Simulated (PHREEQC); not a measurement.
Solution A (6.6 mmol/kgw HF, 0.78 mmol/kgw (NH4)2SiF6 and 84 mmol/kgw HCl) is mixed with solution B (0.53 mmol/kgw Li2CO3) at 25 °C; shares are by mass of water, 1 kg in all. Oxygen is held at 0.21 atm. No CO2 enters from the air. Only these solids could form: SiO2(a).

All values are PHREEQC results (ion-association model, wateq4f.dat), not measurements.

```json
[
 {"share of solution B": "0", "pH": "1.16", "CO2 (mol/kgw)": "0", "SiF6-2 (mol/kgw)": "0.000692", "HF (mol/kgw)": "0.00679", "CO3-2 (mol/kgw)": "0", "HCO3- (mol/kgw)": "0"},
 {"share of solution B": "0.1", "pH": "1.20", "CO2 (mol/kgw)": "___", "SiF6-2 (mol/kgw)": "0.000597", "HF (mol/kgw)": "0.00627", "CO3-2 (mol/kgw)": "0", "HCO3- (mol/kgw)": "4.73e-10"},
 {"share of solution B": "0.2", "pH": "1.25", "CO2 (mol/kgw)": "0.000106", "SiF6-2 (mol/kgw)": "___", "HF (mol/kgw)": "0.00575", "CO3-2 (mol/kgw)": "0", "HCO3- (mol/kgw)": "1.05e-9"},
 {"share of solution B": "0.3", "pH": "1.31", "CO2 (mol/kgw)": "0.000159", "SiF6-2 (mol/kgw)": "0.000404", "HF (mol/kgw)": "0.00523", "CO3-2 (mol/kgw)": "0", "HCO3- (mol/kgw)": "1.77e-9"},
 {"share of solution B": "0.4", "pH": "___", "CO2 (mol/kgw)": "0.000212", "SiF6-2 (mol/kgw)": "0.000308", "HF (mol/kgw)": "0.00471", "CO3-2 (mol/kgw)": "0", "HCO3- (mol/kgw)": "2.71e-9"},
 {"share of solution B": "0.6", "pH": "1.55", "CO2 (mol/kgw)": "0.000318", "SiF6-2 (mol/kgw)": "0.000129", "HF (mol/kgw)": "0.00357", "CO3-2 (mol/kgw)": "0", "HCO3- (mol/kgw)": "5.90e-9"},
 {"share of solution B": "0.7", "pH": "1.67", "CO2 (mol/kgw)": "0.000371", "SiF6-2 (mol/kgw)": "5.71e-5", "HF (mol/kgw)": "0.00289", "CO3-2 (mol/kgw)": "0", "HCO3- (mol/kgw)": "9.00e-9"},
 {"share of solution B": "0.8", "pH": "1.85", "CO2 (mol/kgw)": "0.000424", "SiF6-2 (mol/kgw)": "1.21e-5", "HF (mol/kgw)": "0.00205", "CO3-2 (mol/kgw)": "0", "HCO3- (mol/kgw)": "1.52e-8"},
 {"share of solution B": "0.9", "pH": "2.17", "CO2 (mol/kgw)": "0.000477", "SiF6-2 (mol/kgw)": "3.51e-7", "HF (mol/kgw)": "___", "CO3-2 (mol/kgw)": "0", "HCO3- (mol/kgw)": "3.43e-8"},
 {"share of solution B": "1", "pH": "10.36", "CO2 (mol/kgw)": "2.25e-8", "SiF6-2 (mol/kgw)": "0", "HF (mol/kgw)": "0", "CO3-2 (mol/kgw)": "0.000291", "HCO3- (mol/kgw)": "0.000239"}
]
```

### Question
Complete the blanks.

### Answer

- 0.1, CO2 (mol/kgw): 5.30e-5
- 0.2, SiF6-2 (mol/kgw): 0.000501
- 0.4, pH: 1.37
- 0.9, HF (mol/kgw): 0.00101

SiF6-2 is the database's only silicon fluoride.
